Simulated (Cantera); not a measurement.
**C₆H₆ + O₂ + N₂ (carbon deposition, reforming and gasification)**

Feed: 1 mol C₆H₆, 0.097 mol O₂, 0.51 mol N₂, held at 1.33 mbar.

Equilibrium computed with Cantera from the NASA thermochemical tables; the gas is ideal and each condensed phase is pure. Candidate condensed phases: C, C₆H₆, C₇H₈, C₈H₁₈, H₂O; 136 gas species. The numbers say what is thermodynamically allowed, not how fast it happens.

| T (K) | log p H₂ | log p N₂ | log p CO | log p H | log p HCN | n C(graphite) |
|---|---|---|---|---|---|---|
| 1423 | -2.97 | -3.74 | -4.16 | -6.66 | -6.58 | 5.81 |
| 1448 | -2.97 | -3.74 | -4.16 | -6.52 | -6.49 | 5.81 |
| 1473 | -2.97 | -3.74 | -4.16 | -6.38 | -6.41 | 5.80 |
| 1498 | -2.97 | -3.74 | -4.16 | -6.25 | -6.33 | 5.80 |
| 1523 | -2.97 | -3.74 | -4.16 | -6.12 | -6.26 | 5.80 |
| 1548 | -2.97 | -3.74 | -4.16 | -6.00 | -6.19 | 5.80 |
| 1573 | -2.97 | -3.74 | -4.16 | -5.87 | -6.12 | 5.80 |
| 1598 | -2.97 | -3.74 | -4.16 | -5.76 | -6.05 | 5.80 |
| 1623 | -2.97 | -3.74 | -4.16 | -5.64 | -5.98 | 5.80 |
| 1648 | -2.97 | -3.74 | -4.16 | -5.53 | -5.92 | 5.80 |
| 1673 | -2.97 | -3.74 | -4.16 | -5.43 | -5.85 | 5.80 |
| 1698 | -2.97 | -3.74 | -4.16 | -5.32 | -5.79 | 5.80 |
log p: log10 of the partial pressure in bar; n: condensed amount in mol.

From 1423 K to 1698 K the condensed part is C(graphite). The main C-bearing gas is CO throughout.
